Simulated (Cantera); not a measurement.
An isothermal, constant-pressure homogeneous reactor starts with CO : O2 : H2O : N2 = 0.0017 : 0.0028 : 0.0012 : 1 (molar parts), equivalence ratio 0.30, at 1200 K and 1050 Torr.

Computed with Cantera and GRI-Mech 3.0 (53 species, 325 reactions).

x: mole fraction; the columns are a selection and need not sum to one.

```
t (s)         x CO     x O2    x H2O      x NO    x H2O2       x H     x HO2
--------  --------  -------  -------  --------  --------  --------  --------
2.00e-5    0.00169  0.00278  0.00119    <1e-12    <1e-12    <1e-12    <1e-12
0.000102   0.00169  0.00278  0.00119    <1e-12    <1e-12    <1e-12    <1e-12
0.000518   0.00169  0.00278  0.00119    <1e-12    <1e-12  7.26e-12  3.49e-12
0.00264    0.00169  0.00278  0.00119    <1e-12    <1e-12  2.09e-10  3.22e-10
0.0134     0.00168  0.00277  0.00119  1.06e-11   2.48e-9       [?]   5.90e-7
0.0683    0.000256  0.00206  0.00119   5.21e-8   6.97e-9       [?]   4.67e-7
0.347      1.10e-5  0.00195  0.00119   7.33e-8  4.77e-10       [?]   5.77e-8
1.77       1.97e-7  0.00194  0.00119   7.83e-8  3.30e-11  3.19e-10   2.13e-9
9.00       2.50e-9  0.00194  0.00119   7.99e-8  5.40e-12  1.81e-11  1.99e-10
```

### Question
What belongs in the gaps?

### Answer

- 0.0134, x H: 1.01e-6
- 0.0683, x H: 2.03e-6
- 0.347, x H: 2.77e-8
